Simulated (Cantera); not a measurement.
An isothermal, constant-pressure homogeneous reactor starts with CO : O₂ : H₂O : N₂ = 0.024 : 0.012 : 0.081 : 1 (molar parts), equivalence ratio 1.0, at 1298 K and 0.780 bar.

Detailed kinetics in Cantera: GRI-Mech 3.0 (53 species, 325 reactions).

x: mole fraction; the columns are a selection and need not sum to one.

```csv
t (s),x CO,x O₂,x H₂O,x OH,x CO₂
0.000100,0.0215,0.0107,0.0725,2.78e-9,8.81e-9
0.000214,0.0215,0.0107,0.0725,1.42e-8,5.36e-8
0.000459,0.0215,0.0107,0.0725,___,___
0.000983,0.0212,0.0106,0.0724,6.17e-5,0.000299
0.00211,___,___,0.0689,___,___
0.00451,0.00181,0.00193,0.0707,0.000295,0.0199
0.00966,0.000783,0.000970,0.0719,0.000160,0.0209
0.0207,0.000434,0.000565,0.0725,9.53e-5,0.0213
0.0443,0.000263,0.000352,0.0728,5.99e-5,0.0214
0.0950,0.000168,0.000228,0.0730,3.88e-5,0.0215
0.203,0.000110,0.000151,0.0731,2.57e-5,0.0216
0.436,7.35e-5,0.000101,0.0731,1.73e-5,0.0216
0.934,4.98e-5,6.88e-5,0.0732,1.18e-5,0.0217
2.00,3.42e-5,4.72e-5,0.0732,8.16e-6,0.0217
```

Q: Fill in the missing entries.

A: 
- 0.000459, x OH: 2.35e-7
- 0.000459, x CO₂: 1.01e-6
- 0.00211, x CO: 0.00753
- 0.00211, x O₂: 0.00524
- 0.00211, x OH: 0.000551
- 0.00211, x CO₂: 0.0140
